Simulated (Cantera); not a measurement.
Input: 1 mol TiO2, 3.2 mol H2, 0.39 mol H2O, held at 2050 K and 2.30 bar.

These are equilibrium values from Cantera (NASA tables, ideal gas, pure condensed phases), not measurements of a reactor. Candidate condensed phases: H2O, Ti, TiO, TiO2, Ti2O3, Ti3O5, Ti4O7; 12 gas species. Condensed phases not in the tables: Magnéli phases beyond Ti4O7. Kinetics and transport are ignored.

Question: What is the equilibrium state?

Answer: 
```
Property                                 Value
-----------------------------------  ---------
x(H2)                                    0.820
x(H2O)                                   0.178
x(H)                                   0.00135
x(OH)                                  3.21e-5
n(Ti4O7(l))                          0.250 mol
gas amount                           3.592 mol
log10 activity of Ti3O5(s) (absent)      -0.24
log10 activity of Ti3O5(l) (absent)      -0.24
log10 activity of Ti2O3(s) (absent)      -0.74
```
